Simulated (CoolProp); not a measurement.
A Linde-Hampson liquefier for ethylene: isothermal reversible compression at 320 K from 1 atm to 20 MPa, throttling to 1 atm, return gas leaving the recuperator 0 K below the feed. Each further row changes one setting.

Computed with CoolProp (reference Helmholtz-energy equation of state, Smukala 2000).

```csv
case,liquid yield per pass,compression work (kJ/kg of gas)
as stated,0.416,418
high pressure 40 MPa,0.428,468
warm-end temperature 350 K,0.331,483
warm-end gap 5 K,0.410,418
```
